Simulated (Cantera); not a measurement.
Feed: 1 mol CH3SiCl3, 0.013 mol C2H2, 970 mol H2, equilibrated at 5800 Pa.

These are equilibrium values from Cantera (NASA tables, ideal gas, pure condensed phases), not measurements of a reactor. Candidate condensed phases: C, C6H6, C7H8, C8H18, Si, SiC; 109 gas species. The feed counts by its element totals alone. Gases not in the tables: Si2H6 and higher silanes. Rates play no part.

x: gas mole fraction; n: condensed amount in mol.

| T (K) | x H2 | x H | x HCl | x Si | x C2H2 (acetylene) | n SiC(s) |
|---|---|---|---|---|---|---|
| 1025 | 0.997 | 1.81e-8 | 0.00307 | <1e-12 | <1e-12 | 0.996 |
| 1125 | 0.997 | 1.84e-7 | 0.00308 | <1e-12 | ? | 0.998 |
| 1225 | 0.997 | 1.29e-6 | 0.00308 | 3.15e-12 | ? | 0.999 |
| 1325 | 0.997 | 6.78e-6 | 0.00308 | 7.57e-11 | ? | 0.999 |
| 1425 | 0.997 | 2.83e-5 | 0.00308 | 1.16e-9 | ? | 0.999 |
| 1525 | 0.997 | 9.81e-5 | 0.00308 | 1.27e-8 | ? | 0.999 |
| 1625 | 0.997 | 0.000292 | 0.00308 | 1.18e-7 | ? | 0.998 |
| 1725 | 0.996 | 0.000770 | 0.00308 | 1.04e-6 | ? | 0.996 |
| 1825 | 0.995 | 0.00182 | 0.00307 | 7.76e-6 | ? | 0.984 |
| 1925 | 0.993 | 0.00396 | 0.00306 | 4.13e-5 | ? | 0.936 |
| 2025 | 0.989 | 0.00795 | 0.00304 | 0.000165 | ? | 0.776 |
| 2125 | 0.981 | 0.0149 | 0.00301 | 0.000550 | ? | 0.288 |
| 2225 | 0.969 | 0.0265 | 0.00297 | 0.000831 | 0.000490 | 0 |
| 2325 | 0.951 | 0.0445 | 0.00291 | 0.000875 | 0.000492 | 0 |

### Question
Complete the blanks.

### Answer

- 1125, x C2H2 (acetylene): 6.67e-12
- 1225, x C2H2 (acetylene): 2.22e-10
- 1325, x C2H2 (acetylene): 4.43e-9
- 1425, x C2H2 (acetylene): 5.77e-8
- 1525, x C2H2 (acetylene): 5.07e-7
- 1625, x C2H2 (acetylene): 2.64e-6
- 1725, x C2H2 (acetylene): 7.33e-6
- 1825, x C2H2 (acetylene): 1.59e-5
- 1925, x C2H2 (acetylene): 4.06e-5
- 2025, x C2H2 (acetylene): 0.000119
- 2125, x C2H2 (acetylene): 0.000350
